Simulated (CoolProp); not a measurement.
Vapour-liquid equilibrium of CH2F2 (R32) (1) + R1234ze(E) (2) at 16.9 bar; x and y are mole fractions of (1).

Model: multi-fluid Helmholtz-energy mixture model, Tillner-Roth 1997 and Thol 2016; pair parameters Bell 2023, in CoolProp.

```csv
x,"bubble temperature, mixture model (°C)","bubble temperature, Raoult's law (°C)","y, mixture model","y, Raoult's law"
0.05,68.1,67.8,0.104,0.138
0.2,57.3,57.1,0.369,0.437
0.35,48.5,48.6,0.561,0.630
0.5,41.4,41.6,0.700,0.763
0.65,35.7,35.8,0.807,0.859
0.8,30.8,30.7,0.896,0.930
0.95,26.4,26.4,0.976,0.985
```

The largest gap from Raoult's law is +0.3 K in bubble temperature, at x = 0.05. No azeotrope shows between x = 0.05 and 0.95.

The pair parameters rest on a limited set of measurements; away from them the model extrapolates. The gap from Raoult's law changes sign with composition, which may be real or a fault of the pair parameters; it wasn't checked against measurements.
